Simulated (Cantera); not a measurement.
Cantera run:

```python
import numpy as np
import cantera as ct

gas_names = """
    CL CL2 H HCL H2 Si SiCL SiCL2 SiCL3 SiCL4 SiH SiHCL3 SiH2 SiH2CL2 SiH3 SiH3CL SiH4 Si2 Si3
""".split()
cond_names = """
    Si(cr) Si(L)
""".split()


# ... load() reads the species with a 1 bar reference pressure and builds the phases ...
atoms = {
    'SiCl4': {'Si': 1, 'CL': 4},
    'H2': {'H': 2},
}
top_T = {}  # K; cautious upper limits of use, not melting points


# ... equilibrate(T, P, feed) seeds the gas with the atoms and calls Mixture.equilibrate('TP', solver="vcs", rtol=1e-11, max_steps=5000) ...
results = []
feed = {'SiCl4': 1, 'H2': 860}  # mol
T = 1698.15  # K
P = 100000  # Pa
mix = equilibrate(T, P, feed)
results.append((T, P, feed, dict(zip(mix.species_names, mix.species_moles))))
x = sorted(zip(gas.X, gas.species_names), reverse=True)
print(f"T = {T:g} K  P = {P:g} Pa  gas = {mix.phase_moles(0):.4g} mol")
print("   x: " + "  ".join(f"{s} {v:.3e}" for v, s in x if v > 1e-05))
print("   condensed (mol): " + ("  ".join(f"{mix.phase(i).name} {mix.phase_moles(i):.4g}"
      for i in range(1, mix.n_phases) if mix.phase_moles(i) > 1e-12) or "none"))
```

Result:

```
T = 1698.15 K  P = 100000 Pa  gas = 862.1 mol
   x: H2 9.953e-01  HCL 4.490e-03  H 1.445e-04  SiCL2 7.276e-05  SiH2 1.392e-05
   condensed (mol): Si(L) 0.9202
```

Equilibrium computed with Cantera from the NASA thermochemical tables; the gas is ideal and each condensed phase is pure. Gases not in the tables: Si2H6 and higher silanes.
